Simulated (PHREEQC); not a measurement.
0.018 g of hydrous ferric oxide (600 m²/g; 0.2 weak and 0.005 strong sites per Fe, Dzombak-Morel constants, diffuse double layer) in 1 kg of water with 0.3 mol/kgw of an inert sodium salt and 9.8e-05 mol/kgw Na2SO4 and 2.7e-07 mol/kgw NaF, at 25 °C; the pH is set by adding NaOH or the inert anion's acid. O2 is buffered at 0.21 atm. No CO2 enters from the air. Precipitation was switched off in this run.

All values are PHREEQC results (ion-association model, wateq4f.dat), not measurements.

Problem. Predict S sorbed (%), F sorbed (%), surface charge σ (C/m²), surface potential ψ (mV) at pH = 6, 6.5, 9.

Solution. 
| pH | S sorbed (%) | F sorbed (%) | surface charge σ (C/m²) | surface potential ψ (mV) |
|---|---|---|---|---|
| 6 | 1.5 | 1.7 | 0.142 | 79 |
| 6.5 | 0.5 | 1.0 | 0.102 | 64 |
| 9 | 0.0 | 0.0 | -0.051 | -38 |

Species that the database lacks are ignored. The oxide is taken as insoluble; below pH 4 it would dissolve.
